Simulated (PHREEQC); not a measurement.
A solution holds 4 mmol/kgw NaH2PO4, 0.48 mmol/kgw KOH and 3.8 mmol/kgw KCl, at 20 °C. Closed to the air; pH follows from the charge balance.

Equilibrium calculation in PHREEQC: ion-association model, wateq4f.dat.

No solid was allowed to form.

Q: What pH, ionic strength does the model give?

A: pH 6.23; ionic strength 0.00875 mol/kgw.

Q: In which forms is P present?

A: H2PO4- 88 %, HPO4-2 12 % of the P.

H3PO4, which wateq4f.dat lacks, is added to it with the constant of phreeqc.dat.
